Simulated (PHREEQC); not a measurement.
Nickel, zinc or cadmium bath (model solution)

Solution (20 °C): 72 mmol/kgw ZnCl2 and 1.7 mmol/kgw NaCl. Closed to the air; pH follows from the charge balance.

Computed with PHREEQC (ion-association model, phreeqc.dat).

Precipitation was switched off in this run.

Problem. Predict the pH, ionic strength, density.

Solution. pH 5.09; ionic strength 0.205 mol/kgw; density 1.007 g/cm³.

Problem. In which forms is Cl present?

Solution. Cl- 95 %, ZnCl+ 4.0 %, ZnCl2 0.6 % of the Cl.
